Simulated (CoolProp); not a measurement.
Vapour-liquid equilibrium of dimethyl ether (1) + chloromethane (R40) (2) at 4.94 bar; x and y are mole fractions of (1).

Model: multi-fluid Helmholtz-energy mixture model, Wu 2011 and Thol 2014; pair parameters Bell 2016, in CoolProp.

Problem. Give the bubble temperature and the first vapour's composition at x = 0.05, 0.65, 0.8. Is there an azeotrope?

Solution. x = 0.05: 293.2 K, y = 0.044; x = 0.65: 294.0 K, y = 0.667; x = 0.8: 293.4 K, y = 0.820. y crosses x between x = 0.35 and 0.5: the model has an azeotrope there.

The pair parameters rest on a limited set of measurements; away from them the model extrapolates.
